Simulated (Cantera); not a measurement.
What does this Cantera script print?

```python
import numpy as np
import cantera as ct

surf = ct.Interface("ptcombust.yaml", "Pt_surf")
gas = surf.adjacent["gas"]
gas.TPX = 1175, 110000, {'CH4': 0.0062, 'O2': 0.02, 'N2': 0.79}
surf.TP = 1175, 110000
reactor = ct.FlowReactor(gas, clone=False)
reactor.area = 0.0001  # m2
reactor.surface_area_to_volume_ratio = 170  # 1/m
reactor.mass_flow_rate = 0.12 * reactor.area * gas.density  # inlet velocity 0.12 m/s
reactor.energy_enabled = False
wall = ct.ReactorSurface(surf, reactor, clone=False)
net = ct.ReactorNet([reactor])
net.rtol, net.atol = 1e-8, 1e-16
show, cover = ['CH4', 'O2', 'H2O', 'CO2', 'CO'], ['PT(S)', 'H(S)', 'O(S)', 'OH(S)', 'CO(S)', 'C(S)']

rows = []
print(f"{'z/m':>9s}{'u/(m/s)':>9s}" + "".join(f"{s:>13s}" for s in show + cover))
for z in [0.00016, 0.00029, 0.00051, 0.00091, 0.0016, 0.0029, 0.0051, 0.0091, 0.016]:
    net.advance(z)
    rows.append([reactor.speed, *gas[show].X, *surf[cover].coverages])
    print(f"{z:9.4g}{rows[-1][0]:9.3g}" + "".join(f"{x:13.4e}" for x in rows[-1][1:]))
```

Result:

```
      z/m  u/(m/s)          CH4           O2          H2O          CO2           CO        PT(S)         H(S)         O(S)        OH(S)        CO(S)         C(S)
  0.00016     0.12   6.5736e-03   2.2475e-02   2.0351e-03   1.0056e-03   1.0216e-05   5.0194e-01   1.5072e-06   4.9736e-01   6.7553e-04   1.6403e-05   2.1793e-07
  0.00029     0.12   5.8269e-03   2.0996e-02   3.5159e-03   1.7446e-03   9.1596e-06   5.0594e-01   1.9461e-06   4.9318e-01   8.5887e-04   1.4935e-05   1.9840e-07
  0.00051     0.12   4.7236e-03   1.8818e-02   5.6973e-03   2.8320e-03   7.5637e-06   5.1232e-01   2.4932e-06   4.8659e-01   1.0729e-03   1.2633e-05   1.6777e-07
  0.00091     0.12   3.1686e-03   1.5765e-02   8.7571e-03   4.3541e-03   5.2354e-06   5.2237e-01   3.1798e-06   4.7630e-01   1.3144e-03   9.0608e-06   1.2023e-07
   0.0016     0.12   1.5194e-03   1.2556e-02   1.1980e-02   5.9509e-03   2.6498e-06   5.3472e-01   3.8794e-06   4.6374e-01   1.5259e-03   4.7297e-06   6.2485e-08
   0.0029     0.12   3.4216e-04   1.0267e-02   1.4286e-02   7.0834e-03   7.2845e-07   5.4504e-01   4.3963e-06   4.5330e-01   1.6587e-03   1.1851e-06   1.5042e-08
   0.0051     0.12   2.4399e-05   9.5955e-03   1.4967e-02   7.4166e-03   1.4481e-07   5.4847e-01   4.5567e-06   4.4983e-01   1.6955e-03   1.2454e-07   1.0966e-09
   0.0091     0.12   1.9946e-07   9.4844e-03   1.5076e-02   7.4773e-03   5.4152e-08   5.4916e-01   4.5853e-06   4.4913e-01   1.7014e-03   2.2966e-08   9.0047e-12
    0.016     0.12   3.6863e-09   9.4228e-03   1.5125e-02   7.5158e-03   2.9597e-08   5.4961e-01   4.6007e-06   4.4868e-01   1.7040e-03   1.2301e-08   1.6691e-13
```

Model: Deutschmann's 1995 Pt surface mechanism with GRI-Mech 3.0 gas chemistry, integrated in Cantera. Catalytic surfaces can have several steady states; this one follows from the mechanism file's or the stated starting coverage. Mass transfer to the wall is taken as infinitely fast.
